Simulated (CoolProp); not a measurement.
Vapour-liquid equilibrium of R125 (1) + R236FA (2) at 219.3 K; x and y are mole fractions of (1).

The numbers come from the multi-fluid Helmholtz-energy mixture model, Lemmon 2005 and Pan 2012; pair parameters Bell 2016 in CoolProp.

### Question
Give the bubble pressure and the first vapour's composition at x = 0.25, 0.75, 0.95. Is there an azeotrope?

### Answer
x = 0.25: 0.02371 MPa, y = 0.809; x = 0.75: 0.05813 MPa, y = 0.972; x = 0.95: 0.07213 MPa, y = 0.995. No azeotrope shows between x = 0.05 and 0.95.

Pair parameters are fitted to limited data, so mixtures are less certain than the pure fluids.
